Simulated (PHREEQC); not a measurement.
Buffer: speciation

Consider water at 25 °C with 0.024 mol/kgw NaHSO4 and 0.00098 mol/kgw NaOH. Closed to the air; pH follows from the charge balance.

Computed with PHREEQC (ion-association model, phreeqc.dat).

Each row changes one thing in this solution. This is a speciation only: nothing precipitates in the calculation.

```
case                                             pH  ionic strength (mol/kgw)  Na+ (mol/kgw)  SO4-2 (mol/kgw)  HSO4- (mol/kgw)  NaSO4- (mol/kgw)
---------------------------------------------  ----  ------------------------  -------------  ---------------  ---------------  ----------------
as made                                        1.93                    0.0523         0.0242           0.0141          0.00909          0.000778
NaOH replaced by Na2SiO3 at the same molality  1.95                    0.0528         0.0251           0.0144          0.00878          0.000821
NaHSO4 from 0.024 to 0.12 mol/kgw              1.39                     0.209          0.114           0.0446           0.0680           0.00733
0.0018 mol/kgw NaHS added                      1.97                    0.0532         0.0259           0.0146          0.00852          0.000857
NaHSO4 from 0.024 to 0.012 mol/kgw             2.17                    0.0286         0.0127          0.00832          0.00340          0.000282
temperature from 25 to 85 °C                   2.16                    0.0410         0.0244          0.00851           0.0149          0.000632
diluted 2-fold with water                      2.15                    0.0284         0.0122          0.00821          0.00352          0.000269
0.011 mol/kgw NH4HSO4 added                    1.79                    0.0716         0.0241           0.0183           0.0148          0.000911
```

Some of these states are supersaturated (in Quartz (slow to form), Chalcedony (slow to form), for instance). At this temperature some constants are extrapolated from 25 °C, and those without enthalpy data are left unchanged.
